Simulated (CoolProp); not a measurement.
The numbers come from the reference Helmholtz-energy equation of state, Thol 2012 in CoolProp.

Task: For benzene, give the phase and the cv (kJ/(kg K)), isothermal compressibility (1/MPa), expansivity (1/kK), viscosity (µPa s) at 250.25 °C and 33.3 bar; 266.35 °C and 33.3 bar.

Result: 
- 250.25 °C and 33.3 bar: liquid; cv 1.87, isothermal compressibility 0.0235, expansivity 5.21, viscosity 76.8
- 266.35 °C and 33.3 bar: gas; cv 1.93, isothermal compressibility 0.611, expansivity 9.32, viscosity 14.5

Viscosity comes from a separate model (Avgeri 2014).
